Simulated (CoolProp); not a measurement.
Ammonia at 293.15 K and 0.147 MPa flows at 0.24 m/s in a round tube of 12.7 mm bore and 45 µm roughness, fully developed (64/Re and Nu = 3.66 if laminar; Colebrook and Gnielinski if turbulent). Each further row changes one setting.

Model: reference Helmholtz-energy equation of state, Gao 2020, in CoolProp.

| case | Reynolds number | Darcy friction factor | pressure drop (Pa/m) | heat-transfer coefficient (W/(m² K)) | mass flow (kg/h) |
|---|---|---|---|---|---|
| as stated | ___ | ___ | ___ | 7.07 | ___ |
| velocity 0.48 m/s | 643 | 0.0995 | 0.942 | 7.07 | 0.229 |
| diameter 25.4 mm | 643 | 0.0995 | ___ | 3.54 | ___ |

Problem. Some entries are withheld; supply them.

Solution. 
- as stated, Reynolds number: 322
- as stated, Darcy friction factor: 0.199
- as stated, pressure drop (Pa/m): 0.471
- as stated, mass flow (kg/h): 0.114
- diameter 25.4 mm, pressure drop (Pa/m): 0.118
- diameter 25.4 mm, mass flow (kg/h): 0.457

Viscosity comes from a separate model (Fenghour 1995). Thermal conductivity comes from a separate model (Tufeu 1984).
